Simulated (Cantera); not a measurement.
Charge: 1 mol SiCl4, 3 mol N2O, equilibrated at 30.0 mbar.

Method: chemical equilibrium by Gibbs-energy minimisation in Cantera with the NASA 1993 tables (ideal gas, pure condensed phases). Candidate condensed phases: Si, SiO2, Si2N2O, Si3N4; 23 gas species. The tables hold silica as quartz up to 1696 K and as liquid above; real silica turns to tridymite and cristobalite and melts near 1996 K. The numbers say what is thermodynamically allowed, not how fast it happens.

Task: Which condensed phases are stable at each of these points (T (°C)): 527, 677, 827, 977, 1127, 1277, 1427, 1577, 1727?

Result: 
| T (°C) | condensed phases | Si condensed (%) |
|---|---|---|
| 527 | SiO2(α-quartz) | 100.0 |
| 677 | SiO2(β-quartz) | 100.0 |
| 827 | SiO2(β-quartz) | 100.0 |
| 977 | SiO2(β-quartz) | 100.0 |
| 1127 | SiO2(β-quartz) | 100.0 |
| 1277 | SiO2(β-quartz) | 100.0 |
| 1427 | SiO2(condensed) | 100.0 |
| 1577 | SiO2(condensed) | 100.0 |
| 1727 | SiO2(l) | 100.0 |

At 527 °C the condensed part is SiO2(α-quartz). From 677 °C to 1277 °C the condensed part is SiO2(β-quartz). From 1427 °C to 1577 °C the condensed part is SiO2(condensed). At 1727 °C the condensed part is SiO2(l).
